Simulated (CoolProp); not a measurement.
Saturation properties of acetone.

Values from CoolProp's reference Helmholtz-energy equation of state, Lemmon 2006. It is a short technical equation, of lower accuracy than the large ones.

```json
[
 {"T (°C)": "126.55", "p (bar)": "7.009", "vapour density (kg/m³)": "14.73", "enthalpy of vaporisation (kJ/kg)": "411.2", "liquid cp (kJ/(kg K))": "2.517", "surface tension (mN/m)": "10.5"},
 {"T (°C)": "129.75", "p (bar)": "7.519", "vapour density (kg/m³)": "15.82", "enthalpy of vaporisation (kJ/kg)": "406.3", "liquid cp (kJ/(kg K))": "2.535", "surface tension (mN/m)": "10.2"},
 {"T (°C)": "133.05", "p (bar)": "8.073", "vapour density (kg/m³)": "17.01", "enthalpy of vaporisation (kJ/kg)": "401.1", "liquid cp (kJ/(kg K))": "2.554", "surface tension (mN/m)": "9.82"},
 {"T (°C)": "136.25", "p (bar)": "8.640", "vapour density (kg/m³)": "18.24", "enthalpy of vaporisation (kJ/kg)": "396.0", "liquid cp (kJ/(kg K))": "2.573", "surface tension (mN/m)": "9.46"},
 {"T (°C)": "139.55", "p (bar)": "9.255", "vapour density (kg/m³)": "19.59", "enthalpy of vaporisation (kJ/kg)": "390.6", "liquid cp (kJ/(kg K))": "2.594", "surface tension (mN/m)": "9.09"},
 {"T (°C)": "142.75", "p (bar)": "9.883", "vapour density (kg/m³)": "20.98", "enthalpy of vaporisation (kJ/kg)": "385.2", "liquid cp (kJ/(kg K))": "2.615", "surface tension (mN/m)": "8.74"},
 {"T (°C)": "145.95", "p (bar)": "10.54", "vapour density (kg/m³)": "22.46", "enthalpy of vaporisation (kJ/kg)": "379.7", "liquid cp (kJ/(kg K))": "2.637", "surface tension (mN/m)": "8.39"},
 {"T (°C)": "149.25", "p (bar)": "11.26", "vapour density (kg/m³)": "24.08", "enthalpy of vaporisation (kJ/kg)": "373.9", "liquid cp (kJ/(kg K))": "2.660", "surface tension (mN/m)": "8.03"},
 {"T (°C)": "152.45", "p (bar)": "11.98", "vapour density (kg/m³)": "25.76", "enthalpy of vaporisation (kJ/kg)": "368.2", "liquid cp (kJ/(kg K))": "2.684", "surface tension (mN/m)": "7.68"},
 {"T (°C)": "155.75", "p (bar)": "12.77", "vapour density (kg/m³)": "27.59", "enthalpy of vaporisation (kJ/kg)": "362.1", "liquid cp (kJ/(kg K))": "2.710", "surface tension (mN/m)": "7.33"},
 {"T (°C)": "158.95", "p (bar)": "13.57", "vapour density (kg/m³)": "29.49", "enthalpy of vaporisation (kJ/kg)": "356.0", "liquid cp (kJ/(kg K))": "2.737", "surface tension (mN/m)": "6.99"}
]
```

It boils at 56.1 °C under 1 atm.

Surface tension comes from a separate correlation (Mulero 2012).
